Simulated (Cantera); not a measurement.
A jet of H2 : O2 : N2 = 0.031 : 0.065 : 0.79 (molar parts), equivalence ratio 0.24 at 300 K and 165 Torr hits a platinum plate 2.6 cm away at a mass flux of 0.053 kg/m²/s; the plate temperature is set and raised in steps from an oxygen-covered start.

Model: Deutschmann's 1995 Pt surface mechanism with GRI-Mech 3.0 gas chemistry, integrated in Cantera. Catalytic surfaces can have several steady states; this one follows from the mechanism file's or the stated starting coverage.

One state of this run: wall x H2 = 0.00140; wall x O2 = 0.0381; wall x H2O = 0.0633; wall x OH = <1e-8; θ free Pt = 0.0876; θ O* = 0.908; θ OH* = 0.00475. x: mole fraction at the wall; θ: surface coverage.

**Question.** Which value of plate T (K) does it belong to?
A) 900
B) 700
C) 800
D) 750

**Answer.** D, 750
